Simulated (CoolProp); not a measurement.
A closed Brayton cycle with dry air: compressor inlet 319.15 K and 6.8 MPa, high pressure 19.8 MPa, turbine inlet 825 K, compressor efficiency 0.89, turbine efficiency 0.9, recuperator effectiveness 0.9 (on enthalpy, no pinch check). Each further row changes one setting.

Values from CoolProp's reference Helmholtz-energy equation of state, Lemmon 2000. It is a pseudo-pure fit of the blend.

```tsv
case	thermal efficiency (%)	net work (kJ/kg)	compressor to turbine work	compressor exit (K)	turbine exit (K)
as stated	31.7	74.0	0.64	448.9	641.1
turbine inlet 775 K	28.3	61.3	0.69	448.9	600.5
compressor inlet 329.15 K	30.0	69.5	0.67	462.7	641.1
high pressure 16.8 MPa	32.9	69.1	0.61	426.4	666.5
recuperator effectiveness 0.5	23.5	74.0	0.64	448.9	641.1
```
